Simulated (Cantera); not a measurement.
A closed system holds: 1 mol SiHCl₃, 0.63 mol N₂, 21 mol H₂, held at 998 K and 0.133 bar.

These are equilibrium values from Cantera (NASA tables, ideal gas, pure condensed phases), not measurements of a reactor. Candidate condensed phases: NH₄Cl, Si, Si₃N₄; 28 gas species. N₂ is the only nitrogen source here; it is nearly inert below about 1500 K, so the nitride shown seldom forms there in practice. Kinetics and transport are ignored.

Base state: H₂ 0.880, HCl 0.116, SiCl₄ 0.00365, N₂ 0.000969, SiHCl₃ 0.000193 (mole fractions); condensed: Si₃N₄(s).

**Question.** What changes in the equilibrium state with this change: temperature from 998 K to 1948.15 K?

**Answer.** 
```tsv
species	before	after
H₂	0.880	0.865
HCl	0.116	0.0841
N₂	0.000969	0.0266
SiCl₂	6.10e-7	0.0208
H	5.53e-9	0.00288
SiCl	<1e-9	0.000221
Cl	<1e-9	0.000210
Si	<1e-9	0.000175
Si₃N₄(s), mol	0.304	0
Si(l), mol	0	0.490
```
The tables' values for SiCl, SiCl₃ are old estimates; treat these amounts as uncertain. Gases not in the tables: Si₂H₆ and higher silanes.
